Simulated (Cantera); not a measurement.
Charge: 1 mol Al(CH3)3, 17 mol N2, 16 mol H2, 1.3 mol O2, equilibrated at 1225 °C and 0.400 bar.

Method: chemical equilibrium by Gibbs-energy minimisation in Cantera with the NASA 1993 tables (ideal gas, pure condensed phases). Candidate condensed phases: Al, AlN, Al2O3, C, C6H6, C7H8, C8H18, H2O; 148 gas species. The feed counts by its element totals alone. Rates play no part.

Base state: H2 0.530, N2 0.440, CO 0.0285, HCN 0.000504, CH4 0.000292, H 1.98e-5, H2O 1.05e-5 (mole fractions); condensed: Al2O3(s) + C(graphite).

What changes in the equilibrium state with this change: 0.64 mol CO2 added?


```
species             before     after
----------------  --------  --------
H2                   0.530     0.513
N2                   0.440     0.426
CO                  0.0285    0.0597
H2O                1.05e-5   2.13e-5
CH4               0.000292  0.000273
Al2O3(s), mol        0.500     0.500
C(graphite), mol      1.87      1.23
```

What changes in the equilibrium state with this change: temperature from 1225 °C to 1852 °C?


| species | before | after |
|---|---|---|
| H2 | 0.530 | 0.508 |
| N2 | 0.440 | 0.411 |
| CO | 0.0285 | 0.0654 |
| Al | <1e-9 | 0.00117 |
| AlH | <1e-9 | 0.000114 |
| Al2O | <1e-9 | 2.30e-5 |
| Al2O3(s), mol | 0.500 | 0 |
| C(graphite), mol | 1.87 | 0 |
| AlN(s), mol | 0 | 0.947 |
